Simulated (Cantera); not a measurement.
A freely propagating, adiabatic, planar premixed flame of CH4 : C2H6 : O2 : N2 : H2O = 1 : 0.074 : 2.86 : 10.9 : 3.6 (molar parts), equivalence ratio 0.79, unburnt at 500 K and 1.01 bar; mixture-averaged transport, grid criteria slope 0.08 and curve 0.16, no radiation.

Computed with Cantera and GRI-Mech 3.0 (53 species, 325 reactions). Burning velocities carry a grid error of a few per cent, more on coarse grids.

Q: What does this change do: N2 10.9 to 8.2 parts?

A: 
```
quantity                     before      after
------------------------  ---------  ---------
laminar burning velocity  26.5 cm/s  44.0 cm/s
thermal thickness          0.884 mm   0.614 mm
peak x(HCO)                 5.93e-6    1.22e-5
peak x(H2)                  0.00664     0.0100
```

Q: What does this change do: inlet temperature 500 to 700 K?

A: 
```tsv
quantity	before	after
laminar burning velocity	26.5 cm/s	70.3 cm/s
thermal thickness	0.884 mm	0.590 mm
peak x(HCO)	5.93e-6	1.29e-5
peak x(H2)	0.00664	0.00997
```

Q: What does this change do: O2 2.86 to 3.7 parts?

A: 
| quantity | before | after |
|---|---|---|
| laminar burning velocity | 26.5 cm/s | 28.4 cm/s |
| thermal thickness | 0.884 mm | 0.804 mm |
| peak x(HCO) | 5.93e-6 | 5.25e-6 |
| peak x(H2) | 0.00664 | 0.00431 |
